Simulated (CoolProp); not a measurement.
A single-stage vapour-compression cycle with cyclohexane: evaporating at 308.15 K (dew point), condensing at 368.15 K (bubble point), superheat 2 K, subcooling 2 K, compressor efficiency 0.75, no pressure losses. Each further row changes one setting.

Model: reference Helmholtz-energy equation of state, Zhou 2014, in CoolProp.

```json
[
 {"case": "as stated", "cooling COP": "3.12", "pressure ratio": "7.60", "discharge temperature (K)": "371.6", "refrigerating effect (kJ/kg)": "270", "volumetric capacity (kJ/m³)": "179"},
 {"case": "evaporating temperature 313.15 K", "cooling COP": "3.53", "pressure ratio": "6.20", "discharge temperature (K)": "370.6", "refrigerating effect (kJ/kg)": "277", "volumetric capacity (kJ/m³)": "222"},
 {"case": "condensing temperature 363.15 K", "cooling COP": "3.49", "pressure ratio": "6.61", "discharge temperature (K)": "367.5", "refrigerating effect (kJ/kg)": "281", "volumetric capacity (kJ/m³)": "186"},
 {"case": "subcooling 7 K", "cooling COP": "3.25", "pressure ratio": "7.60", "discharge temperature (K)": "371.6", "refrigerating effect (kJ/kg)": "281", "volumetric capacity (kJ/m³)": "186"},
 {"case": "superheat 12 K", "cooling COP": "3.17", "pressure ratio": "7.60", "discharge temperature (K)": "381.4", "refrigerating effect (kJ/kg)": "284", "volumetric capacity (kJ/m³)": "182"},
 {"case": "compressor efficiency 0.65", "cooling COP": "2.70", "pressure ratio": "7.60", "discharge temperature (K)": "379.4", "refrigerating effect (kJ/kg)": "270", "volumetric capacity (kJ/m³)": "179"}
]
```
